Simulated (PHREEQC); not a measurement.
Make-up at 25 °C: 0.89 mmol/kgw CaSO4, 15 mmol/kgw Na2SO4 and 0.007 mmol/kgw H4SiO4. Closed to the air; pH follows from the charge balance.

Computed with PHREEQC (ion-association model, phreeqc.dat).

No solid was allowed to form.

Problem. What pH, ionic strength, specific conductance does the model give?

Solution. pH 7.08; ionic strength 0.0452 mol/kgw; specific conductance 3130 µS/cm.

Problem. In which forms is Ca present?

Solution. Ca+2 63 %, CaSO4 37 % of the Ca.
